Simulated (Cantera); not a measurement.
A closed system holds: 1 mol CuF2, 260 mol N2, equilibrated at 150 Torr.

These are equilibrium values from Cantera (NASA tables, ideal gas, pure condensed phases), not measurements of a reactor. Candidate condensed phases: Cu, CuF2; 11 gas species. The numbers say what is thermodynamically allowed, not how fast it happens. All values below are at 725 °C.

Base state: N2 1.000, CuF2 5.65e-5 (mole fractions); condensed: CuF2(s).

What changes in the equilibrium state with this change: CuF2 replaced by CaCl2?


| species | before | after |
|---|---|---|
| N2 | 1.000 | 1.00 |
| CuF2 | 5.65e-5 | 0 |
| CuF2(s), mol | 0.985 | 0 |
| CaCl2(s), mol | 0 | 1.000 |
Further candidate phases: Ca, CaCl2.
